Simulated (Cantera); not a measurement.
Mixture: CH4 : O2 : N2 : H2O = 1 : 4.44 : 11.6 : 0.61 (molar parts), equivalence ratio 0.45, at 780000 Pa, adiabatic and at constant volume. Ignition delay is the time to a rise of 400 K.

Computed with Cantera and GRI-Mech 3.0 (53 species, 325 reactions).

What does this change do: pressure from 780000 Pa to 1000000 Pa?


```tsv
quantity	before	after
delay at 1148 K	6.44 ms	5.02 ms
delay at 1223 K	2.43 ms	1.90 ms
delay at 1298 K	1.01 ms	0.792 ms
delay at 1373 K	0.448 ms	0.356 ms
delay at 1448 K	0.212 ms	0.171 ms
delay at 1523 K	0.107 ms	86.6 µs
delay at 1598 K	56.9 µs	46.3 µs
apparent activation energy between 1448 and 1598 K	170 kJ/mol	170 kJ/mol
```
